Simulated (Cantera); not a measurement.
Charge: 1 mol Si, 3 mol HBr, 7.8 mol N2, at 1330 Pa.

These are equilibrium values from Cantera (NASA tables, ideal gas, pure condensed phases), not measurements of a reactor. Candidate condensed phases: Br2, Si, Si3N4; 28 gas species. N2 is the only nitrogen source here; it is nearly inert below about 1500 K, so the nitride shown seldom forms there in practice. The tables' values for SiBr3 are old estimates; treat these amounts as uncertain. The numbers say what is thermodynamically allowed, not how fast it happens. All values below are at 1250 K.

Base state: N2 0.718, HBr 0.230, H2 0.0333, SiBr4 0.0149, Br 0.00165, SiBr2 0.00159, SiBr3 0.000670, SiHBr3 4.65e-5 (mole fractions); condensed: Si3N4(s).

**Question.** What changes in the equilibrium state with this change: pressure from 1330 Pa to 560 Pa?

**Answer.** 
```csv
species,before,after
N2,0.718,0.716
HBr,0.230,0.233
H2,0.0333,0.0317
SiBr4,0.0149,0.0130
SiBr2,0.00159,0.00305
Br,0.00165,0.00264
SiBr3,0.000670,0.000866
SiHBr3,4.65e-5,3.80e-5
"Si3N4(s), mol",0.275,0.276
```
